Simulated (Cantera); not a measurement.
Reactions in the system N-O-S

Standard-state values (1 bar) from the NASA 1993 polynomials, evaluated with Cantera. Values are per mole of reaction as written; species without (g) are pure solids or liquids, kept so even where they would boil at 1 bar.

3 SO2(g) + 2 NO2(g) → 3 SO3(g) + N2O(g)

```tsv
T (K)	ΔH° (kJ)	ΔS° (J/K)	ΔG° (kJ)	log10 K
300	-283.5	-234.6	-213.2	37.11
2250	-259.4	-213.7	221.3	-5.14
2325	-258.5	-213.2	237.3	-5.33
2400	-257.5	-212.8	253.3	-5.51
2475	-256.6	-212.5	269.2	-5.68
2550	-255.8	-212.1	285.2	-5.84
2625	-254.9	-211.8	301.1	-5.99
2700	-254.1	-211.5	316.9	-6.13
2775	-253.3	-211.2	332.8	-6.26
2850	-252.5	-210.9	348.6	-6.39
2925	-251.8	-210.7	364.4	-6.51
```

SO3(g) → SO2(g) + O(g)

```json
[
 {"T (K)": "300", "ΔH° (kJ)": "348.1", "ΔS° (J/K)": "152.6", "ΔG° (kJ)": "302.3", "log10 K": "-52.64"},
 {"T (K)": "2250", "ΔH° (kJ)": "348.2", "ΔS° (J/K)": "156.4", "ΔG° (kJ)": "-3.8", "log10 K": "0.09"},
 {"T (K)": "2325", "ΔH° (kJ)": "348.0", "ΔS° (J/K)": "156.3", "ΔG° (kJ)": "-15.5", "log10 K": "0.35"},
 {"T (K)": "2400", "ΔH° (kJ)": "347.8", "ΔS° (J/K)": "156.3", "ΔG° (kJ)": "-27.2", "log10 K": "0.59"},
 {"T (K)": "2475", "ΔH° (kJ)": "347.7", "ΔS° (J/K)": "156.2", "ΔG° (kJ)": "-38.9", "log10 K": "0.82"},
 {"T (K)": "2550", "ΔH° (kJ)": "347.5", "ΔS° (J/K)": "156.1", "ΔG° (kJ)": "-50.6", "log10 K": "1.04"},
 {"T (K)": "2625", "ΔH° (kJ)": "347.4", "ΔS° (J/K)": "156.1", "ΔG° (kJ)": "-62.3", "log10 K": "1.24"},
 {"T (K)": "2700", "ΔH° (kJ)": "347.2", "ΔS° (J/K)": "156.0", "ΔG° (kJ)": "-74.0", "log10 K": "1.43"},
 {"T (K)": "2775", "ΔH° (kJ)": "347.1", "ΔS° (J/K)": "156.0", "ΔG° (kJ)": "-85.7", "log10 K": "1.61"},
 {"T (K)": "2850", "ΔH° (kJ)": "346.9", "ΔS° (J/K)": "155.9", "ΔG° (kJ)": "-97.4", "log10 K": "1.79"},
 {"T (K)": "2925", "ΔH° (kJ)": "346.8", "ΔS° (J/K)": "155.9", "ΔG° (kJ)": "-109.1", "log10 K": "1.95"}
]
```
